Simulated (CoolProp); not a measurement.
Vapour-liquid equilibrium of R125 (1) + fluoroethane (R161) (2) at -17.95 °C; x and y are mole fractions of (1).

The numbers come from the multi-fluid Helmholtz-energy mixture model, Lemmon 2005 and Wu 2012; pair parameters Bell 2016 in CoolProp.

```
x     bubble pressure (kPa)  y at the bubble point  dew pressure at overall composition x (kPa)  liquid density (mol/L)
----  ---------------------  ---------------------  -------------------------------------------  ----------------------
0.05                  235.6                  0.069                                        234.1                   16.12
0.2                   255.1                  0.280                                        246.8                   15.29
0.35                  279.1                  0.468                                        263.2                   14.51
0.5                   303.7                  0.622                                        283.8                   13.76
0.65                  326.1                  0.746                                        308.6                   13.07
0.8                   345.0                  0.853                                        335.9                   12.42
0.95                  360.0                  0.960                                        358.8                   11.83
```

No azeotrope shows between x = 0.05 and 0.95.

The pair parameters rest on a limited set of measurements; away from them the model extrapolates. The gap from Raoult's law changes sign with composition, which may be real or a fault of the pair parameters; it wasn't checked against measurements.
